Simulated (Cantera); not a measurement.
**Silicon nitride deposition: Si₂Cl₆ + NH₃ + H₂**

Charge: 1 mol Si₂Cl₆, 4.8 mol NH₃, 0.32 mol H₂, equilibrated at 44.3 Torr.

Cantera equilibrium calculation (NASA polynomials, part measured and part estimated; ideal gas, pure solids and liquids). Candidate condensed phases: NH₄Cl, Si, Si₃N₄; 28 gas species. The feed counts by its element totals alone. The tables' values for SiCl₃, SiCl, SiN are old estimates; treat these amounts as uncertain. Gases not in the tables: Si₂H₆ and higher silanes. Rates play no part.

From 1100 °C to 1500 °C the condensed part is Si₃N₄(s). From 1600 °C to 1900 °C the condensed part is Si(l). The main Si-bearing gas is SiCl₄ at 1100 °C and SiCl₂ at 1900 °C. The share of Si in condensed phases is highest at 1100 °C (80.0 %) and lowest at 1600 °C (3.1 %).

```tsv
T (°C)	log p H₂	log p HCl	log p N₂	log p SiCl₂	log p SiCl₄	log p H	log p SiCl₃	n Si₃N₄(s)	n Si(l)
1100	-1.58	-1.63	-2.17	-3.45	-2.89	-6.27	-3.50	0.533	0
1200	-1.57	-1.65	-2.14	-2.85	-3.10	-5.68	-3.24	0.477	0
1300	-1.56	-1.72	-2.08	-2.45	-3.51	-5.17	-3.19	0.356	0
1400	-1.55	-1.84	-2.02	-2.22	-4.10	-4.72	-3.32	0.202	0
1500	-1.53	-1.97	-1.98	-2.09	-4.77	-4.31	-3.55	0.0607	0
1600	-1.53	-2.02	-1.96	-2.06	-5.29	-3.96	-3.75	0	0.0616
1700	-1.54	-2.00	-1.96	-2.07	-5.66	-3.64	-3.90	0	0.0988
1800	-1.54	-1.99	-1.96	-2.09	-6.00	-3.35	-4.05	0	0.120
1900	-1.55	-1.98	-1.97	-2.10	-6.31	-3.09	-4.19	0	0.104
```
log p: log10 of the partial pressure in bar; n: condensed amount in mol.
